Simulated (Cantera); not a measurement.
**Stirred combustor or abatement burner**

A perfectly stirred reactor is fed with 40.8 % H2, 11.4 % O2, 42.5 % N2, 5.31 % H2O, at 101000 Pa; it is adiabatic with a 700 K inlet, and is followed from long to short residence time, starting on the burning branch (τ in s: 0.046, 0.018, 0.0069, 0.0027, 0.001, 0.00041, 0.00016, 6.2e-05, 2.4e-05, 9.3e-06).

Detailed kinetics in Cantera: GRI-Mech 3.0 (53 species, 325 reactions).

```json
[
 {"τ (s)": "0.046", "T (K)": "2306", "x H2": "0.201", "x O2": "4.73e-5", "x H2O": "0.313", "x NO": "7.48e-5", "x H2O2": "1.08e-8", "x NO2": "6.63e-10", "x N2O": "4.08e-9"},
 {"τ (s)": "0.018", "T (K)": "2289", "x H2": "0.200", "x O2": "8.73e-5", "x H2O": "0.312", "x NO": "5.98e-5", "x H2O2": "1.77e-8", "x NO2": "5.38e-10", "x N2O": "4.06e-9"},
 {"τ (s)": "0.0069", "T (K)": "2258", "x H2": "0.198", "x O2": "0.000171", "x H2O": "0.310", "x NO": "4.60e-5", "x H2O2": "3.16e-8", "x NO2": "4.19e-10", "x N2O": "4.17e-9"},
 {"τ (s)": "0.0027", "T (K)": "2210", "x H2": "0.195", "x O2": "0.000339", "x H2O": "0.307", "x NO": "3.53e-5", "x H2O2": "5.57e-8", "x NO2": "3.28e-10", "x N2O": "4.49e-9"},
 {"τ (s)": "0.0010", "T (K)": "2134", "x H2": "0.191", "x O2": "0.000700", "x H2O": "0.302", "x NO": "2.73e-5", "x H2O2": "1.01e-7", "x NO2": "2.71e-10", "x N2O": "5.19e-9"},
 {"τ (s)": "0.00041", "T (K)": "2039", "x H2": "0.186", "x O2": "0.00131", "x H2O": "0.297", "x NO": "2.24e-5", "x H2O2": "1.80e-7", "x NO2": "2.53e-10", "x N2O": "6.20e-9"},
 {"τ (s)": "0.00016", "T (K)": "1909", "x H2": "0.179", "x O2": "0.00249", "x H2O": "0.289", "x NO": "1.77e-5", "x H2O2": "3.52e-7", "x NO2": "2.47e-10", "x N2O": "7.51e-9"},
 {"τ (s)": "6.2e-5", "T (K)": "1753", "x H2": "0.173", "x O2": "0.00480", "x H2O": "0.280", "x NO": "1.22e-5", "x H2O2": "7.15e-7", "x NO2": "2.23e-10", "x N2O": "8.75e-9"},
 {"τ (s)": "2.4e-5", "T (K)": "1577", "x H2": "0.174", "x O2": "0.0105", "x H2O": "0.265", "x NO": "6.57e-6", "x H2O2": "1.34e-6", "x NO2": "1.71e-10", "x N2O": "9.81e-9"},
 {"τ (s)": "9.3e-6", "T (K)": "1344", "x H2": "0.228", "x O2": "0.0353", "x H2O": "0.213", "x NO": "1.76e-6", "x H2O2": "2.01e-6", "x NO2": "9.47e-11", "x N2O": "9.68e-9"}
]
```
x: mole fraction; the columns are a selection and need not sum to one.
